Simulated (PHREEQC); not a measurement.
Consider water at 25 °C with 0.0048 mol ZnSO4, 0.00012 mol Na2SO4 and 0.00026 mol MnSO4 per kg of water. Closed to the air; pH follows from the charge balance.

All values are PHREEQC results (ion-association model, phreeqc.dat), not measurements.

The ionic strength comes out as 0.0154 mol/kgw. What activity coefficients do Mn+2, ZnOH+, Na+, NaSO4-, SO4-2 get?

Mn+2 0.63, ZnOH+ 0.88, Na+ 0.89, NaSO4- 0.89, SO4-2 0.62.

This is a speciation only: nothing precipitates in the calculation. Species that the database lacks are ignored.
